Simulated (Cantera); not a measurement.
An adiabatic, constant-volume homogeneous reactor starts with CO : H2 : O2 : N2 = 1 : 0.88 : 0.855 : 3.21 (molar parts), equivalence ratio 1.1, at 1375 K and 30.0 bar. Integrator tolerance rtol = 1e-08.

Computed with Cantera and GRI-Mech 3.0 (53 species, 325 reactions). The hydrogen kinetics of GRI-Mech 3.0 are dated; newer H2 mechanisms differ, most at raised pressure. The pressure lies above the range GRI-Mech 3.0 was tuned for (to about 10 atm). Above 3000 K some thermodynamic fits are extrapolated.

```csv
quantity,before,after
time of steepest temperature rise,3.15 µs,89.6 µs
temperature at 3.00 s,3228 K,3168 K
equilibrium temperature,3228 K,3168 K
x(CO) at 3.00 s,0.0783 (gas-phase equilibrium 0.0783),0.0710 (gas-phase equilibrium 0.0710)
x(H2) at 3.00 s,0.0128 (gas-phase equilibrium 0.0128),0.0113 (gas-phase equilibrium 0.0113)
x(O2) at 3.00 s,0.0164 (gas-phase equilibrium 0.0164),0.0139 (gas-phase equilibrium 0.0139)
x(NO2) at 3.00 s,1.67e-5 (gas-phase equilibrium 1.67e-5),1.47e-5 (gas-phase equilibrium 1.47e-5)
x(H2O) at 3.00 s,0.142 (gas-phase equilibrium 0.142),0.146 (gas-phase equilibrium 0.146)
x(NO) at 3.00 s,0.0151 (gas-phase equilibrium 0.0151),0.0131 (gas-phase equilibrium 0.0131)
```

### Question
Which change was made?
A. initial temperature 1375 to 1273 K
B. initial temperature 1375 to 1173 K
C. initial temperature 1375 to 1625 K
D. H2 0.88 to 0.43 parts

### Answer
B, initial temperature 1375 to 1173 K
